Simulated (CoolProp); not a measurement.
Computed with CoolProp (reference Helmholtz-energy equation of state, Thol 2018).

For hydrogen chloride, give the phase and the cp (kJ/(kg K)) at 670 K and 117 kPa; 670 K and 2080 kPa.


- 670 K and 117 kPa: gas; cp 0.820
- 670 K and 2080 kPa: gas; cp 0.835
